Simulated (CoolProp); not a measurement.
Methane at 255.84 K and 15.9 MPa flows at 9.3 m/s in a round tube of 6 mm bore and 45 µm roughness, fully developed (64/Re and Nu = 3.66 if laminar; Colebrook and Gnielinski if turbulent). Each further row changes one setting.

Model: reference Helmholtz-energy equation of state, Setzmann 1991, in CoolProp.

```tsv
case	Reynolds number	Darcy friction factor	pressure drop (Pa/m)	heat-transfer coefficient (W/(m² K))	mass flow (kg/h)
as stated	…	…	…	26400	…
velocity 18.6 m/s	1030000	…	178000	52700	…
diameter 12 mm	1030000	…	…	21700	677
```

Question: Fill in the missing entries.

Answer: 
- as stated, Reynolds number: 513000
- as stated, Darcy friction factor: 0.0346
- as stated, pressure drop (Pa/m): 44600
- as stated, mass flow (kg/h): 169
- velocity 18.6 m/s, Darcy friction factor: 0.0345
- velocity 18.6 m/s, mass flow (kg/h): 338
- diameter 12 mm, Darcy friction factor: 0.0280
- diameter 12 mm, pressure drop (Pa/m): 18000

Viscosity comes from a separate model (Quiñones-Cisneros 2006). Thermal conductivity comes from a separate model (Friend 1989).
